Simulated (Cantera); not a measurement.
Input: 1 mol Si3H8, 2.4 mol HCl, 440 mol H2, at 1150 K and 4.30 mbar.

These are equilibrium values from Cantera (NASA tables, ideal gas, pure condensed phases), not measurements of a reactor. Candidate condensed phases: Si; 19 gas species. The feed counts by its element totals alone. Equilibrium is a limit: real reactors are often held back by kinetics, nucleation or transport.

**Question.** What is the equilibrium state?

**Answer.** 
```
Property        Value
----------  ---------
x(H2)           0.995
x(HCl)        0.00525
x(SiCl2)      6.09e-5
x(H)          1.13e-6
x(SiCl3)      1.02e-6
n(Si(s))     2.97 mol
gas amount  446.4 mol
```
